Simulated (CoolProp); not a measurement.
Model: reference Helmholtz-energy equation of state, Span 2000, in CoolProp.

Problem. For nitrogen, give the phase and the cp (kJ/(kg K)), cv (kJ/(kg K)), speed of sound (m/s), Prandtl number at 291.1 K and 0.129 MPa; 588.3 K and 0.754 MPa; 145.7 K and 5.08 MPa.

Solution. 
- 291.1 K and 0.129 MPa: gas; cp 1.04, cv 0.743, speed of sound 348, Prandtl number 0.719
- 588.3 K and 0.754 MPa: gas; cp 1.07, cv 0.776, speed of sound 493, Prandtl number 0.709
- 145.7 K and 5.08 MPa: supercritical; cp 2.94, cv 0.916, speed of sound 219, Prandtl number 1.58

Viscosity comes from a separate model (Lemmon 2004). Thermal conductivity comes from a separate model (Lemmon 2004).
